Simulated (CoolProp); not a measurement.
Vapour-liquid equilibrium of isohexane (1) + benzene (2) at 74.75 °C; x and y are mole fractions of (1).

Computed with CoolProp (multi-fluid Helmholtz-energy mixture model, Lemmon 2006 and Thol 2012; pair parameters Bell 2016).

```tsv
x	bubble pressure (MPa)	y at the bubble point	dew pressure at overall composition x (MPa)	liquid density (mol/L)
0.05	0.09484	0.136	0.08893	10.24
0.2	0.1142	0.375	0.09961	9.560
0.35	0.1270	0.516	0.1121	8.953
0.5	0.1364	0.628	0.1255	8.411
0.65	0.1440	0.733	0.1381	7.925
0.8	0.1504	0.843	0.1481	7.488
0.95	0.1558	0.960	0.1554	7.092
```

No azeotrope shows between x = 0.05 and 0.95.

Pair parameters are fitted to limited data, so mixtures are less certain than the pure fluids.
